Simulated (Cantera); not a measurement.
Charge: 1 mol Si, 1 mol NH₃, 5.2 mol H₂, equilibrated at 975 K and 17.0 Pa.

Method: chemical equilibrium by Gibbs-energy minimisation in Cantera with the NASA 1993 tables (ideal gas, pure condensed phases). Candidate condensed phases: Si, Si₃N₄; 18 gas species. The numbers say what is thermodynamically allowed, not how fast it happens.

Base state: H₂ 1.00 (mole fractions); condensed: Si(s) + Si₃N₄(s).

Task: What changes in the equilibrium state with this change: Si replaced by Cu?

Result: 
| species | before | after |
|---|---|---|
| H₂ | 1.00 | 0.931 |
| N₂ | 3.04e-8 | 0.0694 |
| Si(s), mol | 0.250 | 0 |
| Si₃N₄(s), mol | 0.250 | 0 |
| Cu(s), mol | 0 | 1.00 |
Further candidate phases: Cu.

Task: What changes in the equilibrium state with this change: temperature from 975 K to 1500 K?

Result: 
```csv
species,before,after
H₂,1.00,0.929
N₂,3.04e-8,0.0694
H,8.77e-8,0.00130
Si,<1e-9,6.19e-5
"Si(s), mol",0.250,1.000
"Si₃N₄(s), mol",0.250,0
```
